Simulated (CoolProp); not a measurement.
Cyclopentane along the isobar 11.7 MPa: fugacity coefficient from the reference equation and from simpler models built on Tc = 238.6 °C, pc = 4.583 MPa, ω = 0.202; each cubic takes its own stable root.

Model: reference Helmholtz-energy equation of state, Gedanitz 2015, in CoolProp.

| T (°C) | phase | reference | van der Waals | Redlich-Kwong | Soave-Redlich-Kwong | Peng-Robinson |
|---|---|---|---|---|---|---|
| 216.45 | liquid | 0.2687 | 0.3454 | 0.2934 | 0.2850 | 0.2672 |
| 225.05 | liquid | 0.2919 | 0.3620 | 0.3150 | 0.3096 | 0.2904 |
| 233.75 | liquid | 0.3160 | 0.3789 | 0.3370 | 0.3350 | 0.3142 |
| 242.35 | supercritical | 0.3402 | 0.3955 | 0.3588 | 0.3604 | 0.3382 |
| 250.95 | supercritical | 0.3648 | 0.4122 | 0.3807 | 0.3860 | 0.3623 |
| 259.55 | supercritical | 0.3896 | 0.4287 | 0.4025 | 0.4117 | 0.3865 |
| 268.25 | supercritical | 0.4148 | 0.4454 | 0.4244 | 0.4375 | 0.4108 |
| 276.85 | supercritical | 0.4396 | 0.4617 | 0.4458 | 0.4627 | 0.4346 |
